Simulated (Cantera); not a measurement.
A closed system holds: 1 mol C₃H₆, 21 mol H₂, 2.3 mol N₂, equilibrated at 677 °C and 2.10 bar.

Cantera equilibrium calculation (NASA polynomials, part measured and part estimated; ideal gas, pure solids and liquids). Kinetics and transport are ignored.

```tsv
species	before	after
H₂	0.772	0.769
CH₄	0.129	0.129
N₂	0.0986	0.0970
NH₃	0.000369	0.00424
```
Gas species are given as mole fractions.

**Question.** What was changed between the two runs?
A) temperature from 677 °C to 2500 °C
B) C₃H₆ replaced by C₂H₂
C) temperature from 677 °C to 425 °C
D) temperature from 677 °C to 1250 °C

**Answer.** C, temperature from 677 °C to 425 °C
